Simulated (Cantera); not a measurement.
Equilibrium for carbon deposition, reforming and gasification: C₂H₆ + H₂ + N₂ + H₂O

Feed: 1 mol C₂H₆, 3.3 mol H₂, 0.67 mol N₂, a varied amount of H₂O, at 2175 °C and 1.50 bar.

These are equilibrium values from Cantera (NASA tables, ideal gas, pure condensed phases), not measurements of a reactor. Candidate condensed phases: C, C₆H₆, C₇H₈, C₈H₁₈, H₂O; 136 gas species. Rates play no part.

| n(H₂O) (mol) | x H₂ | x H₂O | x CO | x N₂ | x HCN | x H | x C₂H₂ (acetylene) | n C(graphite) |
|---|---|---|---|---|---|---|---|---|
| 0.4 | 0.832 | 1.77e-6 | 0.0511 | 0.0769 | 0.0157 | 0.0148 | 0.00720 | 1.35 |
| 1.1 | 0.779 | 3.86e-6 | 0.119 | 0.0648 | 0.0139 | 0.0144 | 0.00674 | 0.629 |
| 1.8 | 0.744 | 6.80e-6 | 0.169 | 0.0575 | 0.00987 | 0.0140 | 0.00381 | 0 |
| 2.6 | 0.708 | 0.0494 | 0.170 | 0.0575 | 1.27e-6 | 0.0137 | 6.27e-11 | 0 |
| 3.3 | 0.669 | 0.101 | 0.158 | 0.0542 | 5.15e-7 | 0.0133 | 1.10e-11 | 0 |
| 4 | 0.635 | 0.147 | 0.148 | 0.0513 | 2.97e-7 | 0.0130 | 3.86e-12 | 0 |
| 4.7 | 0.604 | 0.188 | 0.138 | 0.0487 | 1.96e-7 | 0.0126 | 1.78e-12 | 0 |
x: gas mole fraction; n: condensed amount in mol.

From 0.4 mol H₂O to 1.1 mol H₂O the condensed part is C(graphite). From 1.8 mol H₂O to 4.7 mol H₂O nothing is condensed. The main C-bearing gas is CO throughout.
